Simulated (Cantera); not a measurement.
Reactions in the system H-N-O-P

Standard-state values (1 bar) from the NASA 1993 polynomials, evaluated with Cantera. Values are per mole of reaction as written; species without (g) are pure solids or liquids, kept so even where they would boil at 1 bar.

P₄O₁₀ + 10 NH₃(g) + 3 P₂(g) ⇌ 10 PH₃(g) + 10 NO(g)

```
T (K)  ΔH° (kJ)  ΔS° (J/K)  ΔG° (kJ)  log10 K
-----  --------  ---------  --------  -------
400      4004.1     1396.0    3445.7  -449.95
425      4003.2     1394.0    3410.8  -419.20
450      4002.3     1391.7    3376.0  -391.87
475      4001.1     1389.3    3341.2  -367.42
500      3999.8     1386.6    3306.5  -345.42
525      3998.4     1383.8    3271.9  -325.53
550      3996.8     1380.9    3237.3  -307.45
575      3995.2     1377.9    3202.8  -290.95
```
